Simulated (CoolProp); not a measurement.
Vapour-liquid equilibrium of isohexane (1) + methanol (2) at 78.35 °C; x and y are mole fractions of (1).

Model: multi-fluid Helmholtz-energy mixture model, Lemmon 2006 and de Reuck 1993; pair parameters Bell 2016, in CoolProp.

Task: Give the bubble pressure and the first vapour's composition at x = 0.2, 0.5, 0.65. Is there an azeotrope?

Result: x = 0.2: 280.8 kPa, y = 0.456; x = 0.5: 292.9 kPa, y = 0.504; x = 0.65: 291.4 kPa, y = 0.517. y crosses x between x = 0.5 and 0.65: the model has an azeotrope there.

Pair parameters are fitted to limited data, so mixtures are less certain than the pure fluids. With so large a gap from Raoult's law the liquid may split in two, which this calculation doesn't test in full.
